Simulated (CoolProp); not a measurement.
Vapour-liquid equilibrium of m-xylene (1) + n-decane (2) at 0.0728 MPa; x and y are mole fractions of (1).

Values from CoolProp's multi-fluid Helmholtz-energy mixture model, Zhou 2012 and Lemmon 2006; pair parameters Bell 2016.

### Question
Give the bubble temperature and the first vapour's composition at x = 0.25, 0.45, 0.65. Is there an azeotrope?

### Answer
x = 0.25: 422.5 K, y = 0.456; x = 0.45: 415.2 K, y = 0.673; x = 0.65: 409.1 K, y = 0.825. No azeotrope shows between x = 0.05 and 0.95.

The pair parameters rest on a limited set of measurements; away from them the model extrapolates.
